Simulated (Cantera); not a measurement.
An isothermal, constant-pressure homogeneous reactor starts with H2 : O2 : N2 = 0.46 : 1 : 0.092 (molar parts), equivalence ratio 0.23, at 1448 K and 0.0133 bar.

Cantera simulation using GRI-Mech 3.0 (53 species, 325 reactions); the numbers are that mechanism's predictions, not measurements. Radical loss at walls, strong at low pressure, is not modelled. The temperature is held fixed by assumption; the heat of reaction is taken as removed at once.

x: mole fraction; the columns are a selection and need not sum to one.

```csv
t (s),x H2,x O2,x OH,x H,x HO2,x O
0.000200,0.296,0.644,4.17e-5,0.000109,1.69e-6,5.08e-5
0.000549,0.0300,0.485,0.0264,0.106,5.03e-6,0.0926
0.00151,0.0213,0.480,0.0241,0.0988,5.14e-6,0.0995
0.00413,0.0198,0.492,0.0235,0.0839,5.43e-6,0.0885
0.0113,0.0155,0.518,0.0213,0.0514,5.98e-6,0.0631
0.0311,0.00661,0.557,0.0144,0.0125,5.82e-6,0.0243
0.0854,0.00108,0.577,0.00592,0.000776,2.70e-6,0.00382
0.234,?,0.581,?,?,?,?
0.643,2.60e-5,0.582,0.000926,2.90e-6,1.95e-7,9.21e-5
1.76,7.03e-6,0.582,0.000482,4.09e-7,1.57e-7,2.49e-5
4.84,3.82e-6,0.582,0.000355,1.64e-7,1.78e-7,1.35e-5
13.3,3.66e-6,0.582,0.000348,1.54e-7,1.80e-7,1.30e-5
36.4,3.66e-6,0.582,0.000348,1.54e-7,1.80e-7,1.30e-5
100,3.66e-6,0.582,0.000348,1.54e-7,1.80e-7,1.30e-5
```

**Question.** Fill in the missing entries.

**Answer.** 
- 0.234, x H2: 0.000142
- 0.234, x OH: 0.00216
- 0.234, x H: 3.68e-5
- 0.234, x HO2: 6.16e-7
- 0.234, x O: 0.000501
